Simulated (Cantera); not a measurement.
Charge: 1 mol SiC, 0.6 mol C, 3.6 mol N2, equilibrated at 2573.15 K and 20.0 mbar.

These are equilibrium values from Cantera (NASA tables, ideal gas, pure condensed phases), not measurements of a reactor. Candidate condensed phases: C, Si, SiC, Si3N4; 20 gas species. The tables' values for SiN are old estimates; treat these amounts as uncertain. Kinetics and transport are ignored.

Base state: N2 0.826, Si 0.114, SiC2 0.0364, Si2C 0.0196, SiN 0.00133, CN 0.00119, Si2 0.000959, Si2N 0.000318 (mole fractions); condensed: C(graphite) + SiC(s).

### Question
What changes in the equilibrium state with this change: temperature from 2573.15 K to 2423.15 K?

### Answer
```
species            before    after
----------------  -------  -------
N2                  0.826    0.964
Si                  0.114   0.0261
SiC2               0.0364  0.00538
Si2C               0.0196  0.00304
Si3               4.57e-5  4.35e-6
C3                7.50e-5  7.23e-6
SiC               7.51e-5  7.98e-6
C(graphite), mol     1.04    0.690
SiC(s), mol         0.155    0.857
```
